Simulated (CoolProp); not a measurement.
Water at 293.15 K and 19.8 MPa is throttled through a valve to 6.91 MPa with no heat exchange. Each further row changes one setting.

Model: reference Helmholtz-energy equation of state, Wagner 2002, in CoolProp.

```csv
case,temperature change (K),final density (kg/m³)
as stated,[?],1000
outlet pressure 2.07 MPa,[?],[?]
outlet pressure 8.98 MPa,[?],1000
```

Task: Some entries are withheld; supply them.

Result: 
- as stated, temperature change (K): +2.9
- outlet pressure 2.07 MPa, temperature change (K): +4.0
- outlet pressure 2.07 MPa, final density (kg/m³): 998
- outlet pressure 8.98 MPa, temperature change (K): +2.4
